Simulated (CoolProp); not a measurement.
Saturation properties of R245ca.

The numbers come from the reference Helmholtz-energy equation of state, Zhou 2016 in CoolProp.

```
T (°C)  p (bar)  enthalpy of vaporisation (kJ/kg)  liquid cp (kJ/(kg K))  vapour Z
------  -------  --------------------------------  ---------------------  --------
-36.95  0.04038                             239.0                  1.318    0.9968
-22.75   0.1007                             230.9                  1.326    0.9933
-8.55    0.2225                             223.0                  1.337    0.9876
5.75     0.4467                             215.1                  1.353    0.9789
19.95    0.8216                             207.2                  1.372    0.9668
34.15     1.411                             199.1                  1.394    0.9508
48.45     2.296                             190.5                  1.419    0.9303
62.65     3.546                             181.6                  1.448    0.9052
76.85     5.260                             172.1                  1.483    0.8750
91.15     7.554                             161.7                  1.525    0.8388
105.35    10.51                             150.2                  1.578    0.7963
119.55    14.25                             137.1                  1.652    0.7458
133.85    18.97                             121.5                  1.770    0.6844
148.05    24.77                             102.0                  2.002    0.6072
162.25    31.91                             73.67                  2.780    0.4984
```

It boils at 25.3 °C under 1 atm.
